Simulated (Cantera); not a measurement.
A closed system holds: 1 mol HgO, 0.045 mol O₂, a varied amount of N₂, at 1473.15 K and 0.133 bar.

Equilibrium computed with Cantera from the NASA thermochemical tables; the gas is ideal and each condensed phase is pure. Candidate condensed phases: Hg, HgO; 10 gas species. Rates play no part.

**Question.** At 34 mol N₂, list the 4 most abundant gas species with their mole fractions, and the condensed phases.

**Answer.** N₂ 0.956, Hg 0.0281, O₂ 0.0152, NO 0.000317. Condensed: gas only.
